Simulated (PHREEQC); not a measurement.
0.045 g of hydrous ferric oxide (600 m²/g; 0.2 weak and 0.005 strong sites per Fe, Dzombak-Morel constants, diffuse double layer) in 1 kg of water with 0.001 mol/kgw of an inert sodium salt and 9.6e-07 mol/kgw MgCl2, at 25 °C; the pH is set by adding NaOH or the inert anion's acid. O2 is buffered at 0.21 atm. CO2 from the air is kept out. No solid was allowed to form.

All values are PHREEQC results (ion-association model, wateq4f.dat), not measurements.

```
pH    Mg sorbed (%)  surface charge σ (C/m²)  surface potential ψ (mV)
----  -------------  -----------------------  ------------------------
3               0.0                    0.252                       234
3.38            0.0                    0.191                       228
3.75            0.0                    0.143                       218
4.12            0.0                    0.107                       206
4.5             0.0                    0.078                       191
4.88            0.0                    0.056                       175
5.25            0.0                    0.040                       157
5.62            0.0                    0.028                       139
6               0.0                    0.019                       119
6.38            0.0                    0.012                        99
6.75            0.0                    0.008                        78
7.12            0.2                    0.005                        57
7.5             1.3                    0.003                        35
7.88            7.1                    0.001                        13
8.25           28.9                   -0.001                        -8
8.62           68.3                   -0.002                       -29
9              92.2                   -0.004                       -50
```

Species that the database lacks are ignored. The oxide is taken as insoluble; below pH 4 it would dissolve.
